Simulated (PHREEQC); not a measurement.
## Copper plating or etch bath: speciation

Dissolve 0.0052 mol/kgw CuSO4 and 0.18 mol/kgw H2SO4 at 25 °C. Closed to the air; pH follows from the charge balance.

All values are PHREEQC results (ion-association model, phreeqc.dat), not measurements.

Precipitation was switched off in this run.

### Question
Estimate the pH, activity of water.

### Answer
pH 0.79; activity of water 0.993.

### Question
In which forms is Cu present?

### Answer
Cu+2 69 %, CuSO4 31 % of the Cu.
